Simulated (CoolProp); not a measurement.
The fluid at 298.15 K and 8.54 MPa (stagnation) flows isentropically through a choked orifice. The same conditions are run with several fluids, on thermodynamics alone (safety and materials aside).

Computed with CoolProp (reference Helmholtz-energy equation of state of each fluid (CF4 (R14): Platzer 1990; fluorine: de Reuck 1990; methane: Setzmann 1991; oxygen: Schmidt 1985; nitrogen: Span 2000)). The equations of Platzer and Polt are older, rougher fits.

| fluid | throat to inlet pressure ratio | mass flux (kg/(m² s)) | throat temperature (K) |
|---|---|---|---|
| CF4 (R14) | … | 39300 | 268.5 |
| fluorine | … | … | 248.9 |
| methane | 0.536 | … | … |
| oxygen | 0.519 | … | 245.5 |
| nitrogen | … | 20200 | … |

Some entries are withheld; supply them.


- CF4 (R14), throat to inlet pressure ratio: 0.573
- fluorine, throat to inlet pressure ratio: 0.525
- fluorine, mass flux (kg/(m² s)): 23400
- methane, mass flux (kg/(m² s)): 15900
- methane, throat temperature (K): 253.1
- oxygen, mass flux (kg/(m² s)): 21900
- nitrogen, throat to inlet pressure ratio: 0.514
- nitrogen, throat temperature (K): 244.9
